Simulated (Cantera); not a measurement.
What does this Cantera script print?

```python
import numpy as np
import cantera as ct

gas_names = """
    Fe FeO Fe(OH)2 H HO2 H2 H2O H2O2 H2S H2SO4 O OH O2 O3 S SH SO SO2 SO3 S2 S2O S8
""".split()
cond_names = """
    Fe(a) Fe(c) Fe(d) Fe(L) FeO(s) FeO(L) Fe(OH)2(s) Fe(OH)3(s) FeS(a) FeS(b) FeS(c) FeS(L) FeSO4(s)
    FeS2(s) Fe2O3(s) Fe2S3O12(s) Fe3O4(s) H2O(s) H2O(L) H2SO4(L) S(cr1) S(cr2) S(L)
""".split()


def load(file, names, dense=False):
    # The tables refer to 1 bar. Condensed volumes are neglected.
    table = {s.name: s for s in ct.Species.list_from_file(file)}
    out = []
    for n in names:
        d = dict(table[n].input_data)
        d["thermo"] = dict(d["thermo"], **{"reference-pressure": 1e5})
        if dense:
            d["equation-of-state"] = {"model": "constant-volume", "density": "1e6 g/cm^3"}
        out.append(ct.Species.from_dict(d))
    return out


gas = ct.Solution(thermo="ideal-gas", species=load("nasa_gas.yaml", gas_names))
cond = {s.name: ct.Solution(thermo="fixed-stoichiometry", species=[s], name=s.name)
        for s in load("nasa_condensed.yaml", cond_names, dense=True)}
atoms = {
    'FeS': {'Fe': 1, 'S': 1},
    'O2': {'O': 2},
    'H2S': {'H': 2, 'S': 1},
}
top_T = {'FeSO4(s)': 950, 'FeS2(s)': 1010, 'Fe2O3(s)': 1830, 'Fe2S3O12(s)': 1100, 'Fe3O4(s)': 1870}  # K; cautious upper limits of use, not melting points


def equilibrate(T, P, feed):
    n = {}
    for name, mol in feed.items():
        for a, k in atoms[name].items():
            n[a] = n.get(a, 0.0) + k * mol
    gas.TPX = T, P, n
    mass = sum(n.values()) * gas.mean_molecular_weight
    gas.equilibrate("TP")
    valid = [c for c in cond.values() if c.min_temp <= T <= top_T.get(c.name, c.max_temp)]
    mix = ct.Mixture([(gas, mass / gas.mean_molecular_weight)] + [(c, 0.0) for c in valid])
    mix.T, mix.P = T, P
    mix.equilibrate("TP", solver="vcs", rtol=1e-11, max_steps=5000)
    return mix


results = []
feed = {'FeS': 1, 'O2': 0.65, 'H2S': 0.69}  # mol
P = 1333.22  # Pa
for T in [1123, 1148, 1173, 1198, 1223, 1248, 1273, 1298, 1323, 1348, 1373, 1398, 1423, 1448]:
    mix = equilibrate(T, P, feed)
    results.append((T, P, feed, dict(zip(mix.species_names, mix.species_moles))))
    x = sorted(zip(gas.X, gas.species_names), reverse=True)
    print(f"T = {T:g} K  P = {P:g} Pa  gas = {mix.phase_moles(0):.4g} mol")
    print("   x: " + "  ".join(f"{s} {v:.3e}" for v, s in x if v > 1e-06))
    print("   condensed (mol): " + ("  ".join(f"{mix.phase(i).name} {mix.phase_moles(i):.4g}"
          for i in range(1, mix.n_phases) if mix.phase_moles(i) > 1e-12) or "none"))
```

Output:

```
T = 1123 K  P = 1333.22 Pa  gas = 1.184 mol
   x: H2O 5.449e-01  SO2 2.754e-01  S2 1.391e-01  H2S 2.432e-02  H2 1.362e-02  S2O 2.250e-03  SO 3.085e-04  SH 9.525e-05
   condensed (mol): FeS(c) 1
T = 1148 K  P = 1333.22 Pa  gas = 1.185 mol
   x: H2O 5.433e-01  SO2 2.756e-01  S2 1.394e-01  H2S 2.303e-02  H2 1.590e-02  S2O 2.234e-03  SO 4.099e-04  SH 1.226e-04
   condensed (mol): FeS(c) 1
T = 1173 K  P = 1333.22 Pa  gas = 1.186 mol
   x: H2O 5.414e-01  SO2 2.760e-01  S2 1.394e-01  H2S 2.183e-02  H2 1.843e-02  S2O 2.217e-03  SO 5.382e-04  SH 1.559e-04  S 1.036e-06
   condensed (mol): FeS(c) 1
T = 1198 K  P = 1333.22 Pa  gas = 1.187 mol
   x: H2O 5.392e-01  SO2 2.765e-01  S2 1.394e-01  H2 2.121e-02  H2S 2.070e-02  S2O 2.200e-03  SO 6.985e-04  SH 1.960e-04  S 1.645e-06
   condensed (mol): FeS(c) 1
T = 1223 K  P = 1333.22 Pa  gas = 1.189 mol
   x: H2O 5.365e-01  SO2 2.771e-01  S2 1.392e-01  H2 2.425e-02  H2S 1.964e-02  S2O 2.183e-03  SO 8.970e-04  SH 2.440e-04  S 2.564e-06
   condensed (mol): FeS(c) 1
T = 1248 K  P = 1333.22 Pa  gas = 1.19 mol
   x: H2O 5.336e-01  SO2 2.778e-01  S2 1.388e-01  H2 2.754e-02  H2S 1.865e-02  S2O 2.166e-03  SO 1.140e-03  SH 3.007e-04  S 3.923e-06
   condensed (mol): FeS(c) 1
T = 1273 K  P = 1333.22 Pa  gas = 1.191 mol
   x: H2O 5.302e-01  SO2 2.787e-01  S2 1.383e-01  H2 3.108e-02  H2S 1.770e-02  S2O 2.148e-03  SO 1.436e-03  SH 3.671e-04  S 5.901e-06  H 1.089e-06
   condensed (mol): FeS(c) 1
T = 1298 K  P = 1333.22 Pa  gas = 1.193 mol
   x: H2O 5.265e-01  SO2 2.797e-01  S2 1.377e-01  H2 3.487e-02  H2S 1.681e-02  S2O 2.130e-03  SO 1.792e-03  SH 4.442e-04  S 8.734e-06  H 1.733e-06
   condensed (mol): FeS(c) 1
T = 1323 K  P = 1333.22 Pa  gas = 1.194 mol
   x: H2O 5.225e-01  SO2 2.807e-01  S2 1.370e-01  H2 3.890e-02  H2S 1.596e-02  SO 2.218e-03  S2O 2.111e-03  SH 5.330e-04  S 1.273e-05  H 2.709e-06
   condensed (mol): FeS(c) 1
T = 1348 K  P = 1333.22 Pa  gas = 1.196 mol
   x: H2O 5.182e-01  SO2 2.819e-01  S2 1.361e-01  H2 4.317e-02  H2S 1.516e-02  SO 2.723e-03  S2O 2.092e-03  SH 6.345e-04  S 1.829e-05  H 4.163e-06  Fe(OH)2 1.369e-06
   condensed (mol): FeS(c) 1
T = 1373 K  P = 1333.22 Pa  gas = 1.198 mol
   x: H2O 5.135e-01  SO2 2.831e-01  S2 1.351e-01  H2 4.767e-02  H2S 1.439e-02  SO 3.318e-03  S2O 2.072e-03  SH 7.495e-04  S 2.592e-05  H 6.297e-06  Fe(OH)2 2.042e-06  OH 1.211e-06
   condensed (mol): FeS(c) 1
T = 1398 K  P = 1333.22 Pa  gas = 1.206 mol
   x: H2O 5.034e-01  SO2 2.752e-01  S2 1.457e-01  H2 5.382e-02  H2S 1.465e-02  SO 4.032e-03  S2O 2.149e-03  SH 9.292e-04  S 3.780e-05  H 9.507e-06  Fe(OH)2 2.743e-06  OH 1.753e-06
   condensed (mol): FeO(s) 0.02205  FeS(c) 0.9779
T = 1423 K  P = 1333.22 Pa  gas = 1.216 mol
   x: H2O 4.904e-01  SO2 2.631e-01  S2 1.618e-01  H2 6.111e-02  H2S 1.528e-02  SO 4.861e-03  S2O 2.259e-03  SH 1.167e-03  S 5.528e-05  H 1.422e-05  Fe(OH)2 3.505e-06  OH 2.476e-06
   condensed (mol): FeO(s) 0.05492  FeS(c) 0.9451
T = 1448 K  P = 1333.22 Pa  gas = 1.228 mol
   x: H2O 4.765e-01  SO2 2.507e-01  S2 1.782e-01  H2 6.896e-02  H2S 1.586e-02  SO 5.802e-03  S2O 2.358e-03  SH 1.450e-03  S 7.964e-05  H 2.096e-05  Fe(OH)2 4.425e-06  OH 3.448e-06
   condensed (mol): FeO(s) 0.08951  FeS(c) 0.9105
```

These are equilibrium values from Cantera (NASA tables, ideal gas, pure condensed phases), not measurements of a reactor. Metal and sulfide melt together well below either melting point, which pure phases cannot show. Mutual solubility and eutectic melting of coexisting phases are not modelled. The tables' stoichiometric FeO is somewhat more stable than real wüstite, so its field is too wide. FeO, FeS: taken at fixed stoichiometry. Gases not in the tables: S3 to S7.
